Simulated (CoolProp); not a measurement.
Values from CoolProp's reference Helmholtz-energy equation of state, Wu 2011.

Question: Give the vapour pressure (MPa), liquid density (kg/m³), liquid cp (kJ/(kg K)), vapour Z of saturated dimethyl ether at 301 K.

Answer: 
| T (K) | p (MPa) | liquid density (kg/m³) | liquid cp (kJ/(kg K)) | vapour Z |
|---|---|---|---|---|
| 301 | 0.640 | 657 | 2.45 | 0.875 |
